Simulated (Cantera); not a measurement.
A closed system holds: 1 mol CF4, 0.38 mol H2, at 10.0 mbar.

Method: chemical equilibrium by Gibbs-energy minimisation in Cantera with the NASA 1993 tables (ideal gas, pure condensed phases). Candidate condensed phases: C, C6H6, C7H8, C8H18; 110 gas species. Ions and electrons are included (thermal ionisation). The numbers say what is thermodynamically allowed, not how fast it happens.

Q: At 4000 K, list the 7 most abundant gas species with their mole fractions, and the condensed phases.

A: F 0.694, C 0.154, H 0.122, HF 0.0138, CF 0.00901, C2 0.00630, C3 0.00127. Condensed: gas only.
